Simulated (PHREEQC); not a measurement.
Metal-bearing waste water (model solution)

Consider water at 25 °C and 300 atm with 0.0053 mol/kgw Al2(SO4)3 and 4.5e-05 mol/kgw Na2SO4. Closed to the air; pH follows from the charge balance.

Computed with PHREEQC (ion-association model, phreeqc.dat).

No solid was allowed to form.

Question: Estimate the pH.

Answer: pH 3.99.

Question: In which forms is Al present?

Answer: AlSO4+ 68 %, Al+3 22 %, Al(SO4)2- 9.3 %, AlOH+2 1.3 % of the Al.

Saturation is exceeded, for instance for Gibbsite (slow to form); the values hold only as long as no solid forms. Species that the database lacks are ignored. Under pressure, the constants of complexes without a molar volume in the database are unreliable.
